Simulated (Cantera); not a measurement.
Input (Python, Cantera):

```python
import numpy as np
import cantera as ct

gas = ct.Solution("gri30.yaml")
gas.TPX = 2175, 2666, {'CH4': 0.047, 'H2': 1, 'N2': 0.006}
reactor = ct.IdealGasConstPressureReactor(gas, energy="off", clone=False)
net = ct.ReactorNet([reactor])
net.rtol, net.atol = 1e-08, 1e-18
show = ['CH4', 'H2', 'CH2', 'C2H6', 'C2H4']
times = np.geomspace(0.0002, 4, 12)

steps = ct.SolutionArray(gas, extra=["t"])
rows = []
print(f"{'t/s':>10s}{'T/K':>9s}{'P/Pa':>11s}" + "".join(f"{s:>11s}" for s in show))
for t in times:
    while net.time < t:
        t_next = net.step()
        steps.append(gas.state, t=t_next)
    rows.append([np.interp(t, steps.t, y) for y in (steps.T, steps.P, *steps(*show).X.T)])
    print(f"{t:10.3e}{rows[-1][0]:9.1f}{rows[-1][1]:11.4g}" + "".join(f"{x:11.3e}" for x in rows[-1][2:]))
rate = np.gradient(steps.T, steps.t)
print("integrator steps:", len(steps.t))
if steps.T.max() > steps.T[0] + 200:
    print(f"time of steepest temperature rise: {steps.t[rate.argmax()]:.4e} s")
gas.TPX = 2175, 2666, {'CH4': 0.047, 'H2': 1, 'N2': 0.006}
gas.equilibrate("TP")
print(f"equilibrium (TP): T = {gas.T:.1f} K  " + "  ".join(f"{s} {gas[s].X[0]:.3e}" for s in show))
```

It prints:

```
       t/s      T/K       P/Pa        CH4         H2        CH2       C2H6       C2H4
 2.000e-04   2175.0       2666  4.352e-02  9.485e-01  1.558e-06  4.541e-07  8.202e-06
 4.921e-04   2175.0       2666  4.176e-02  9.470e-01  8.375e-06  2.132e-06  7.834e-05
 1.211e-03   2175.0       2666  3.625e-02  9.451e-01  3.172e-05  5.469e-06  2.750e-04
 2.979e-03   2175.0       2666  2.250e-02  9.485e-01  4.896e-05  3.702e-06  2.075e-04
 7.329e-03   2175.0       2666  8.579e-03  9.546e-01  3.443e-05  6.762e-07  4.704e-05
 1.803e-02   2175.0       2666  2.215e-03  9.555e-01  1.623e-05  5.628e-08  6.820e-06
 4.437e-02   2175.0       2666  4.970e-04  9.529e-01  5.927e-06  3.436e-09  2.257e-06
 1.092e-01   2175.0       2666  1.175e-04  9.493e-01  2.057e-06  2.254e-10  1.705e-06
 2.686e-01   2175.0       2666  3.483e-05  9.458e-01  8.128e-07  2.330e-11  1.511e-06
 6.608e-01   2175.0       2666  2.107e-05  9.444e-01  5.478e-07  9.575e-12  1.448e-06
 1.626e+00   2175.0       2666  2.049e-05  9.443e-01  5.363e-07  9.131e-12  1.444e-06
 4.000e+00   2175.0       2666  2.049e-05  9.443e-01  5.363e-07  9.130e-12  1.444e-06
integrator steps: 1403
equilibrium (TP): T = 2175.0 K  CH4 1.941e-05  H2 9.443e-01  CH2 5.081e-07  C2H6 8.171e-12  C2H4 1.263e-06
```

Detailed kinetics in Cantera: GRI-Mech 3.0 (53 species, 325 reactions). GRI-Mech 3.0 stops at C3 and has no aromatics, soot or wall deposition, so with more carbon than oxygen in the feed, carbon stays in small species such as C2H2 where larger ones or solid carbon would form. Radical loss at walls, strong at low pressure, is not modelled.
